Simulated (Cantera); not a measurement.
Cantera run:

```python
import numpy as np
import cantera as ct

gas_names = """
    N NO NO2 NO3 N2 N2O Nb NbO NbO2 O O2 O3
""".split()
cond_names = """
    Nb(cr) Nb(L) NbO(s) NbO(L) NbO2(I) NbO2(II) NbO2(III) NbO2(L) Nb2O5(s) Nb2O5(L)
""".split()


# ... load() reads the species with a 1 bar reference pressure and builds the phases ...
atoms = {
    'Nb': {'Nb': 1},
    'N2O': {'N': 2, 'O': 1},
}
top_T = {}  # K; cautious upper limits of use, not melting points


# ... equilibrate(T, P, feed) seeds the gas with the atoms and calls Mixture.equilibrate('TP', solver="vcs", rtol=1e-11, max_steps=5000) ...
results = []
feed = {'Nb': 1, 'N2O': 9.5}  # mol
P = 0.57  # Pa
for T in [2198, 2298, 2398, 2498, 2598, 2698, 2798]:
    mix = equilibrate(T, P, feed)
    results.append((T, P, feed, dict(zip(mix.species_names, mix.species_moles))))

top = {s: max(r[3][s] / sum(r[3][g] for g in gas_names) for r in results) for s in gas_names}
cols = sorted((s for s in top if top[s] > 1e-06), key=lambda s: -top[s])[:7]
seen = [c for c in cond_names if any(r[3].get(c, 0) > 1e-12 for r in results)]
print("log10 of partial pressures in bar; condensed amounts in mol")
print(f"{'T/K':>10s}" + "".join(f"{s[:9]:>10s}" for s in cols + seen))
for T, P, feed, n in results:
    ng = sum(n[g] for g in gas_names)
    print(f"{T:10.4g}" + "".join(f"{np.log10(max(n[s] / ng * P / 1e5, 1e-99)):10.3f}" for s in cols)
          + "".join(f"{n.get(c, 0):10.4g}" for c in seen))
```

Output:

```
log10 of partial pressures in bar; condensed amounts in mol
       T/K        N2         O        O2      NbO2       NbO        NO         N
      2198    -5.493    -5.769    -6.391    -6.469    -9.226    -7.452   -10.661
      2298    -5.509    -5.684    -6.749    -6.488    -8.656    -7.545   -10.172
      2398    -5.518    -5.647    -7.161    -6.505    -8.092    -7.669    -9.721
      2498    -5.522    -5.632    -7.577    -6.537    -7.571    -7.799    -9.303
      2598    -5.527    -5.621    -7.969    -6.619    -7.138    -7.924    -8.918
      2698    -5.533    -5.612    -8.331    -6.790    -6.834    -8.040    -8.562
      2798    -5.539    -5.603    -8.670    -7.063    -6.663    -8.149    -8.232
```

Method: chemical equilibrium by Gibbs-energy minimisation in Cantera with the NASA 1993 tables (ideal gas, pure condensed phases).
